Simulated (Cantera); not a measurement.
Charge: 1 mol B2H6, 0.69 mol NH3, 50 mol N2, 3.6 mol H2O, equilibrated at 2275 K.

Cantera equilibrium calculation (NASA polynomials, part measured and part estimated; ideal gas, pure solids and liquids). Candidate condensed phases: B, BN, B2O3, B3O3H3, H2O; 39 gas species. The feed counts by its element totals alone. The numbers say what is thermodynamically allowed, not how fast it happens.

log p: log10 of the partial pressure in bar; nothing condenses.

```csv
P (Pa),log p N2,log p H,log p H2,log p BO,log p HBO2,log p O,log p H2O
10,-4.11,-4.81,-5.49,-5.66,-6.43,-6.05,___
63,-3.29,-4.26,-4.39,-5.02,-5.21,-6.02,___
400,-2.48,-3.79,-3.44,-4.40,-4.28,-6.17,___
2500,-1.68,-3.36,-2.59,-3.86,-3.44,-6.30,___
16000,-0.87,-2.95,-1.75,-3.37,-2.62,-6.39,___
100000,-0.07,-2.55,-0.95,-2.93,-1.82,-6.43,___
```

**Question.** Fill in the missing entries.

**Answer.** 
- 10, log p H2O: -6.42
- 63, log p H2O: -5.29
- 400, log p H2O: -4.50
- 2500, log p H2O: -3.78
- 16000, log p H2O: -3.03
- 100000, log p H2O: -2.27
